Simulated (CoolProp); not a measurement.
Model: reference Helmholtz-energy equation of state, Smukala 2000, in CoolProp.

Task: For ethylene, give the phase and the cp (kJ/(kg K)), fugacity coefficient at 391.5 K and 20.5 MPa; 414.9 K and 20.5 MPa.

Result: 
- 391.5 K and 20.5 MPa: supercritical; cp 3.03, fugacity coefficient 0.659
- 414.9 K and 20.5 MPa: supercritical; cp 2.91, fugacity coefficient 0.720
